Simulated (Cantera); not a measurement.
Charge: 1 mol AlCl3, 0.69 mol NH3, 90 mol N2, equilibrated at 923.15 K and 15000 Pa.

Method: chemical equilibrium by Gibbs-energy minimisation in Cantera with the NASA 1993 tables (ideal gas, pure condensed phases). Candidate condensed phases: Al, AlCl3, AlN, NH4Cl; 20 gas species. The numbers say what is thermodynamically allowed, not how fast it happens.

Base state: N2 0.977, AlCl3 0.00812, HCl 0.00810, H2 0.00715 (mole fractions); condensed: AlN(s).

Problem. What changes in the equilibrium state with this change: AlCl3 replaced by Al?

Solution. 
```csv
species,before,after
N2,0.977,0.989
H2,0.00715,0.0114
AlCl3,0.00812,0
HCl,0.00810,0
"AlN(s), mol",0.249,1.00
```
